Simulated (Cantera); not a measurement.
A closed system holds: 1 mol Cu, 0.69 mol NH3, 180 mol H2, 0.14 mol CO2, equilibrated at 0.0133 bar.

These are equilibrium values from Cantera (NASA tables, ideal gas, pure condensed phases), not measurements of a reactor. Candidate condensed phases: C, C6H6, C7H8, C8H18, Cu, CuO, Cu(OH)2, Cu2O, H2O; 139 gas species. Equilibrium is a limit: real reactors are often held back by kinetics, nucleation or transport.

Which condensed phases are stable at each of these points (T (K)): 925, 1025, 1125, 1225, 1325, 1425, 1525, 1625, 1725?


```
T (K)  condensed phases  Cu condensed (%)
-----  ----------------  ----------------
925               Cu(s)             100.0
1025              Cu(s)             100.0
1125              Cu(s)             100.0
1225              Cu(s)             100.0
1325              Cu(s)              99.6
1425              Cu(l)              97.0
1525              Cu(l)              83.0
1625              Cu(l)              21.7
1725           gas only               0.0
```

From 925 K to 1325 K the condensed part is Cu(s). From 1425 K to 1625 K the condensed part is Cu(l). At 1725 K nothing is condensed.
